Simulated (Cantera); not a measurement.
Charge: 1 mol CuO, 1.1 mol CO, 0.4 mol C, held at 1725 °C and 4.30 mbar.

Equilibrium computed with Cantera from the NASA thermochemical tables; the gas is ideal and each condensed phase is pure. Candidate condensed phases: C, Cu, CuO, Cu2O; 15 gas species. Equilibrium is a limit: real reactors are often held back by kinetics, nucleation or transport.

Base state: Cu 0.399, CO 0.361, CO2 0.240, Cu2 0.000664, O2 0.000174, O 0.000132, CuO 3.69e-5 (mole fractions); condensed: gas only.

Task: What changes in the equilibrium state with this change: 0.38 mol O2 added?

Result: 
```tsv
species	before	after
CO2	0.240	0.506
Cu	0.399	0.393
CO	0.361	0.0848
O2	0.000174	0.0140
O	0.000132	0.00119
CuO	3.69e-5	0.000327
```
